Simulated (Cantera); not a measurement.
Input: 1 mol Al₂O₃, 25 mol HF, equilibrated at 700 °C and 14.0 Pa.

Method: chemical equilibrium by Gibbs-energy minimisation in Cantera with the NASA 1993 tables (ideal gas, pure condensed phases). Candidate condensed phases: Al, AlF₃, Al₂O₃, H₂O; 38 gas species. Kinetics and transport are ignored.

Base state: HF 0.977, AlF₂O 0.00994, H₂O 0.00690, H₂ 0.00497, AlF₃ 0.00129 (mole fractions); condensed: Al₂O₃(s).

### Question
What changes in the equilibrium state with this change: Al₂O₃ replaced by CaO?

### Answer
| species | before | after |
|---|---|---|
| HF | 0.977 | 0.958 |
| H₂O | 0.00690 | 0.0417 |
| H₂ | 0.00497 | 3.33e-7 |
| AlF₂O | 0.00994 | 0 |
| AlF₃ | 0.00129 | 0 |
| Al₂O₃(s), mol | 0.860 | 0 |
| CaF₂(s), mol | 0 | 1.00 |
Further candidate phases: Ca, CaF₂, CaO, Ca(OH)₂.
